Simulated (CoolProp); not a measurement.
Values from CoolProp's reference Helmholtz-energy equation of state, Gedanitz 2015.

**Question.** For cyclopentane, give the phase and the density (kg/m³), cv (kJ/(kg K)), Joule-Thomson coefficient (K/MPa), isothermal compressibility (1/MPa) at -2.55 °C and 6.7 MPa.

**Answer.** 
- -2.55 °C and 6.7 MPa: liquid; density 772, cv 1.17, Joule-Thomson coefficient -0.527, isothermal compressibility 0.000961
